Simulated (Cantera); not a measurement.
A Cantera script and what it prints.

```python
import numpy as np
import cantera as ct

gas_names = [...]  # 151 gases of nasa_gas.yaml made of C, H, N, O, Si
cond_names = """
    C(gr) C6H6(L) C7H8(L) C8H18(L),n-octa H2O(s) H2O(L) Si(cr) Si(L) SiC(b) SiO2(Lqz) SiO2(hqz) SiO2(L)
    Si2N2O(s) Si3N4(a)
""".split()


# ... load() reads the species with a 1 bar reference pressure and builds the phases ...
atoms = {
    'TEOS': {'Si': 1, 'C': 8, 'H': 20, 'O': 4},
    'N2O': {'N': 2, 'O': 1},
    'NO': {'N': 1, 'O': 1},
}
top_T = {'C(gr)': 4500, 'SiC(b)': 3050, 'Si2N2O(s)': 2100, 'Si3N4(a)': 2400}  # K; cautious upper limits of use, not melting points


# ... equilibrate(T, P, feed) seeds the gas with the atoms and calls Mixture.equilibrate('TP', solver="vcs", rtol=1e-11, max_steps=5000) ...
results = []
feed = {'TEOS': 1, 'N2O': 4.4, 'NO': 0.44}  # mol
T = 725  # K
P = 240  # Pa
mix = equilibrate(T, P, feed)
results.append((T, P, feed, dict(zip(mix.species_names, mix.species_moles))))
print(gas.report(threshold=0.001))
for i in range(1, mix.n_phases):
    print(f"{mix.phase(i).name:16s} {mix.phase_moles(i):12.5e} mol")
```

It prints:

```
       temperature   725 K
          pressure   240 Pa
           density   0.00065446 kg/m^3
  mean mol. weight   16.438 kg/kmol
   phase of matter   gas

                          1 kg             1 kmol
                     ---------------   ---------------
          enthalpy       -2.7645e+06       -4.5443e+07  J
   internal energy       -3.1312e+06       -5.1471e+07  J
           entropy             15423        2.5352e+05  J/K
    Gibbs function       -1.3946e+07       -2.2925e+08  J
 heat capacity c_p              1957             32168  J/K
 heat capacity c_v            1451.2             23854  J/K

                      mass frac. Y      mole frac. X     chem. pot. / RT
                     ---------------   ---------------   ---------------
               CH4         0.0027945         0.0028633           -48.192
                CO           0.26463            0.1553           -51.068
               CO2           0.22424          0.083757           -101.01
                H2          0.059135           0.48217           -23.532
               H2O          0.037854           0.03454           -73.471
                N2           0.41135           0.24137           -31.559
     [ +145 minor]        2.8096e-06        2.7091e-06

C(gr)             3.36949e+00 mol
Si(cr)            0.00000e+00 mol
SiC(b)            0.00000e+00 mol
SiO2(Lqz)         1.00000e+00 mol
Si2N2O(s)         0.00000e+00 mol
Si3N4(a)          0.00000e+00 mol
```

These are equilibrium values from Cantera (NASA tables, ideal gas, pure condensed phases), not measurements of a reactor. The feed counts by its element totals alone.
